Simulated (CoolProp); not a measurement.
Nitrous oxide along the isobar 4.79 MPa: density (kg/m³) from the reference equation and from simpler models built on Tc = 309.5 K, pc = 7.245 MPa, ω = 0.161; each cubic takes its own stable root.

Values from CoolProp's reference Helmholtz-energy equation of state, Lemmon 2006. It is a short technical equation, of lower accuracy than the large ones.

| T (K) | phase | reference |
|---|---|---|
| 229.7 | liquid | 1098 |
| 254.5 | liquid | 1005 |
| 279.2 | liquid | 885.8 |
| 303.9 | gas | 120.8 |
| 328.6 | gas | 98.43 |
| 353.3 | gas | 85.54 |
| 378.1 | gas | 76.51 |
| 402.8 | gas | 69.68 |

Question: How far does each simpler model (van der Waals, Peng-Robinson) lie from the reference over these 8 states: mean and median of the absolute difference, and the worst?

Answer: 
- van der Waals: mean 15.2 %, median 3.9 %, worst -38.3 % at 279.2 K and 4.79 MPa
- Peng-Robinson: mean 2.2 %, median 1.9 %, worst +4.7 % at 229.7 K and 4.79 MPa
